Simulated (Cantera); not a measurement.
An adiabatic, constant-pressure homogeneous reactor starts with CH4 : O2 : N2 = 1 : 1.05 : 3.96 (molar parts), equivalence ratio 1.9, at 950 K and 0.420 bar. Integrator tolerance rtol = 1e-08.

Computed with Cantera and GRI-Mech 3.0 (53 species, 325 reactions). Below about 1000 K GRI-Mech 3.0 lacks low-temperature oxidation paths.

Problem. What does this change do: 0.019 parts C2H6 added?

Solution. 
```csv
quantity,before,after
temperature at 6.00 s,953 K,2079 K
equilibrium temperature,2115 K,2079 K
x(CH4) at 6.00 s,0.166 (gas-phase equilibrium 1.28e-11),1.85e-11 (gas-phase equilibrium 2.12e-11)
x(O2) at 6.00 s,0.174 (gas-phase equilibrium 8.45e-7),4.11e-7 (gas-phase equilibrium 4.11e-7)
x(CH3) at 6.00 s,1.10e-6 (gas-phase equilibrium 3.39e-12),3.82e-12 (gas-phase equilibrium 4.37e-12)
x(HCN) at 6.00 s,<1e-12 (gas-phase equilibrium 3.58e-8),4.52e-8 (gas-phase equilibrium 4.31e-8)
x(OH) at 6.00 s,2.70e-10 (gas-phase equilibrium 0.000226),0.000157 (gas-phase equilibrium 0.000157)
x(H2) at 6.00 s,0.000100 (gas-phase equilibrium 0.150),0.161 (gas-phase equilibrium 0.161)
time of steepest temperature rise,not reached,3.16 s
```

Problem. What does this change do: 0.0096 parts C2H6 added?

Solution. 
```tsv
quantity	before	after
temperature at 6.00 s	953 K	2097 K
equilibrium temperature	2115 K	2097 K
x(CH4) at 6.00 s	0.166 (gas-phase equilibrium 1.28e-11)	1.46e-11 (gas-phase equilibrium 1.65e-11)
x(O2) at 6.00 s	0.174 (gas-phase equilibrium 8.45e-7)	5.87e-7 (gas-phase equilibrium 5.87e-7)
x(CH3) at 6.00 s	1.10e-6 (gas-phase equilibrium 3.39e-12)	3.40e-12 (gas-phase equilibrium 3.86e-12)
x(HCN) at 6.00 s	<1e-12 (gas-phase equilibrium 3.58e-8)	6.13e-8 (gas-phase equilibrium 3.94e-8)
x(OH) at 6.00 s	2.70e-10 (gas-phase equilibrium 0.000226)	0.000188 (gas-phase equilibrium 0.000188)
x(H2) at 6.00 s	0.000100 (gas-phase equilibrium 0.150)	0.156 (gas-phase equilibrium 0.156)
time of steepest temperature rise	not reached	5.15 s
```
